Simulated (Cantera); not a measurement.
A closed system holds: 1 mol Si3N4, 2 mol F2, 8.9 mol H2, 0.5 mol O2, at 500 °C and 13300 Pa.

These are equilibrium values from Cantera (NASA tables, ideal gas, pure condensed phases), not measurements of a reactor. Candidate condensed phases: H2O, Si, SiO2, Si2N2O, Si3N4; 58 gas species. Rates play no part.

Base state: H2 0.816, SiF4 0.0917, N2 0.0917, NH3 0.000118, HF 4.86e-5, SiHF3 2.64e-5 (mole fractions); condensed: Si2N2O(s).

Question: What changes in the equilibrium state with this change: temperature from 500 °C to 877 °C?

Answer: 
| species | before | after |
|---|---|---|
| H2 | 0.816 | 0.815 |
| N2 | 0.0917 | 0.0916 |
| SiF4 | 0.0917 | 0.0906 |
| HF | 4.86e-5 | 0.00151 |
| SiF3 | 7.89e-9 | 0.000105 |
| SiHF3 | 2.64e-5 | 0.000891 |
| NH3 | 0.000118 | 7.24e-6 |
| Si2N2O(s), mol | 1.00 | 1.00 |
| Si3N4(s), mol | 0 | 0.000457 |
Mutual solubility and eutectic melting of coexisting phases are not modelled. The tables' values for SiF3 are old estimates; treat these amounts as uncertain.

Question: What changes in the equilibrium state with this change: Si3N4 replaced by BN?

Answer: 
| species | before | after |
|---|---|---|
| H2 | 0.816 | 0.679 |
| HF | 4.86e-5 | 0.0919 |
| BF3 | 0 | 0.0917 |
| SiF4 | 0.0917 | 0 |
| H2O | <1e-9 | 0.0917 |
| N2 | 0.0917 | 0.0458 |
| B3O3F3 | 0 | 2.86e-5 |
| SiHF3 | 2.64e-5 | 0 |
| NH3 | 0.000118 | 6.32e-5 |
| Si2N2O(s), mol | 1.00 | 0 |
Further candidate phases: B, BN, B2O3, B3O3H3.
